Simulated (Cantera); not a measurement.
## Thermodynamics of carbothermic reduction, feed Fe2O3 + CO + H2

Input: 1 mol Fe2O3, 3.1 mol CO, 0.79 mol H2, equilibrated at 10.0 mbar.

Cantera equilibrium calculation (NASA polynomials, part measured and part estimated; ideal gas, pure solids and liquids). Candidate condensed phases: C, C6H6, C7H8, C8H18, Fe, Fe(CO)5, FeO, Fe(OH)2, Fe(OH)3, Fe2O3, Fe3O4, H2O; 114 gas species. The tables' stoichiometric FeO is somewhat more stable than real wüstite, so its field is too wide. FeO: taken at fixed stoichiometry. Kinetics and transport are ignored.

| T (K) | log p CO | log p CO2 | log p Fe | log p H2 | log p H2O | log p H | log p FeO | log p OH | n FeO(s) | n FeO(l) |
|---|---|---|---|---|---|---|---|---|---|---|
| 1448 | -2.21 | -2.76 | -7.55 | -2.92 | -3.09 | -6.49 | -10.22 | -8.29 | 2.00 | 0 |
| 1548 | -2.20 | -2.77 | -6.63 | -2.94 | -3.06 | -5.98 | -9.07 | -7.58 | 2.00 | 0 |
| 1648 | -2.20 | -2.78 | -5.83 | -2.96 | -3.03 | -5.53 | -8.05 | -6.95 | 2.00 | 0 |
| 1748 | -2.20 | -2.79 | -5.17 | -2.98 | -3.01 | -5.13 | -7.21 | -6.40 | 0 | 2.00 |
| 1848 | -2.20 | -2.80 | -4.58 | -3.00 | -3.00 | -4.77 | -6.46 | -5.91 | 0 | 1.99 |
| 1948 | -2.20 | -2.80 | -4.07 | -3.02 | -2.98 | -4.46 | -5.79 | -5.46 | 0 | 1.97 |
| 2048 | -2.21 | -2.79 | -3.64 | -3.07 | -2.96 | -4.18 | -5.19 | -5.04 | 0 | 1.91 |
| 2148 | -2.24 | -2.75 | -3.29 | -3.15 | -2.95 | -3.95 | -4.65 | -4.64 | 0 | 1.78 |
| 2248 | -2.30 | -2.70 | -3.02 | -3.27 | -2.94 | -3.77 | -4.16 | -4.26 | 0 | 1.55 |
| 2348 | -2.38 | -2.66 | -2.81 | -3.45 | -2.97 | -3.63 | -3.71 | -3.91 | 0 | 1.14 |
log p: log10 of the partial pressure in bar; n: condensed amount in mol.

From 1448 K to 1648 K the condensed part is FeO(s). From 1748 K to 2348 K the condensed part is FeO(l). The main Fe-bearing gas is Fe throughout.
